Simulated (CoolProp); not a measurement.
Vapour-liquid equilibrium of R125 (1) + propane (2) at 257.9 K; x and y are mole fractions of (1).

Computed with CoolProp (multi-fluid Helmholtz-energy mixture model, Lemmon 2005 and Lemmon 2009; pair parameters Bell 2016).

Task: Give the bubble pressure and the first vapour's composition at x = 0.25, 0.45, 0.95. Is there an azeotrope?

Result: x = 0.25: 0.4719 MPa, y = 0.471; x = 0.45: 0.5037 MPa, y = 0.554; x = 0.95: 0.4376 MPa, y = 0.884. y crosses x between x = 0.55 and 0.65: the model has an azeotrope there.

The pair parameters rest on a limited set of measurements; away from them the model extrapolates. With so large a gap from Raoult's law the liquid may split in two, which this calculation doesn't test in full.
